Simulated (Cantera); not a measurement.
An isothermal, constant-pressure homogeneous reactor starts with NH₃ : N₂ = 1 : 15 (molar parts), at 1875 K and 20.0 Torr.

Model: the gas-phase N/H chemistry of the illustrative SiF4/NH3 mechanism in the Surface Chemkin manual (1991), integrated in Cantera. Walls and surfaces, which speed up NH3 decomposition in real reactors, are not modelled.

### Question
Predict: x(NH₃) at 1.00 s; x(N₂H₂) at 1.00 s; x(N) at 1.00 s; x(H₂) at 1.00 s; x(NH₂) at 1.00 s.

### Answer
| Quantity | Result |
|---|---|
| x(NH₃) at 1.00 s | 0.0371 (gas-phase equilibrium 1.65e-8) |
| x(N₂H₂) at 1.00 s | 2.76e-7 (gas-phase equilibrium <1e-12) |
| x(N) at 1.00 s | 7.20e-7 (gas-phase equilibrium 7.67e-10) |
| x(H₂) at 1.00 s | 0.0357 (gas-phase equilibrium 0.0876) |
| x(NH₂) at 1.00 s | 0.000128 (gas-phase equilibrium 6.23e-10) |
